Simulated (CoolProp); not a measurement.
Aqueous ammonia as a coolant, at 8 °C, 1 atm.

The numbers come from the Melinder's fits for secondary coolants in CoolProp.

| mass % | freezing point (°C) | density (kg/m³) | Prandtl number | cp (kJ/(kg K)) | viscosity (mPa s) |
|---|---|---|---|---|---|
| 5.2 | -6.3 | 978.6 | 11.7 | 4.200 | 1.50 |
| 7 | -8.9 | 971.8 | 12.1 | 4.202 | 1.52 |
| 8.8 | -11.6 | 965.2 | 12.5 | 4.205 | 1.54 |
| 10.6 | -14.6 | 958.8 | 13.1 | 4.207 | 1.57 |
| 12.3 | -17.7 | 952.9 | 13.7 | 4.210 | 1.61 |
| 14.1 | -21.3 | 946.9 | 14.3 | 4.212 | 1.66 |
| 15.9 | -25.3 | 941.1 | 15.0 | 4.215 | 1.70 |
| 17.7 | -29.8 | 935.4 | 15.7 | 4.218 | 1.74 |
| 19.4 | -34.6 | 930.2 | 16.2 | 4.221 | 1.76 |
| 21.2 | -40.4 | 924.7 | 16.5 | 4.224 | 1.78 |
